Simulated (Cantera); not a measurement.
Feed: 1 mol TiC, 0.058 mol H2, at 2502 °C and 2.60 bar.

Equilibrium computed with Cantera from the NASA thermochemical tables; the gas is ideal and each condensed phase is pure. Candidate condensed phases: C, C6H6, C7H8, C8H18, Ti, TiC; 77 gas species. TiC: taken at fixed stoichiometry. Kinetics and transport are ignored.

Base state: H2 0.954, H 0.0454, Ti 0.000232, C2H2 (acetylene) 0.000102, CH4 1.41e-5, CH3 1.13e-5 (mole fractions); condensed: TiC(s).

Task: What changes in the equilibrium state with this change: pressure from 2.60 bar to 1 atm?

Result: 
```tsv
species	before	after
H2	0.954	0.928
H	0.0454	0.0716
Ti	0.000232	0.000421
C2H2 (acetylene)	0.000102	0.000198
CH4	1.41e-5	7.37e-6
CH3	1.13e-5	9.56e-6
TiC(s), mol	1.000	1.000
```

Task: What changes in the equilibrium state with this change: temperature from 2502 °C to 2077 °C?

Result: 
```
species             before    after
----------------  --------  -------
H2                   0.954    0.992
H                   0.0454  0.00770
Ti                0.000232  8.02e-6
C2H2 (acetylene)  0.000102  7.24e-7
CH3                1.13e-5  8.27e-7
CH4                1.41e-5  5.73e-6
TiC(s), mol          1.000     1.00
```
